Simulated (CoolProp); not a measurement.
R125 at several states: density (kg/m³) from the reference equation and from simpler models built on Tc = 339.2 K, pc = 3.618 MPa, ω = 0.305; each cubic takes its own stable root.

Computed with CoolProp (reference Helmholtz-energy equation of state, Lemmon 2005).

```tsv
T (K)	p (MPa)	phase	reference
199.1	0.445	liquid	1605
433.2	0.958	gas	33.18
311.6	0.376	gas	18.33
246.7	11.8	liquid	1478
496.2	0.565	gas	16.65
```

How far does each simpler model (van der Waals, Redlich-Kwong, Soave-Redlich-Kwong, Peng-Robinson) lie from the reference over these 5 states: mean and median of the absolute difference, and the worst?


- van der Waals: mean 15.7 %, median 1.1 %, worst -40.3 % at 199.1 K and 0.445 MPa
- Redlich-Kwong: mean 4.7 %, median 0.6 %, worst -12.0 % at 199.1 K and 0.445 MPa
- Soave-Redlich-Kwong: mean 3.4 %, median 0.3 %, worst -8.8 % at 199.1 K and 0.445 MPa
- Peng-Robinson: mean 1.6 %, median 0.5 %, worst +4.1 % at 246.7 K and 11.8 MPa
